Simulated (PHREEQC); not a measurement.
1.1 g of hydrous ferric oxide (600 m²/g; 0.2 weak and 0.005 strong sites per Fe, Dzombak-Morel constants, diffuse double layer) in 1 kg of water with 0.3 mol/kgw of an inert sodium salt and 6.6 mmol/kgw NaF, at 25 °C; the pH is set by adding NaOH or the inert anion's acid. Oxygen alone is held at its pressure in air (log pO2 = -0.68). CO2 from the air is kept out. Nothing may precipitate in this run.

Base run: PHREEQC, ion-association model, wateq4f.dat. Each further column changes one thing. The table gives F sorbed (%).

```tsv
pH	base	background salt from 0.3 to 0.03 mol/kgw	oxide from 1.1 to 5.5 g/kgw	0.0003 mol/kgw NaH2PO4 added
3	20.9	28.4	75.5	17.6
3.5	22.6	29.5	80.0	19.0
4	23.1	29.7	81.2	19.2
5	21.9	27.1	77.5	17.4
5.5	19.9	24.3	71.9	15.5
6	17.0	20.5	63.5	12.9
6.5	13.5	16.3	52.7	9.9
7	9.9	12.0	40.5	6.8
8	4.0	4.7	17.9	2.3
8.5	2.1	2.3	9.9	1.2
9	1.0	1.0	4.9	0.7
```

The oxide is taken as insoluble; below pH 4 it would dissolve. H3PO4, which wateq4f.dat lacks, is added to it with the constant of phreeqc.dat.
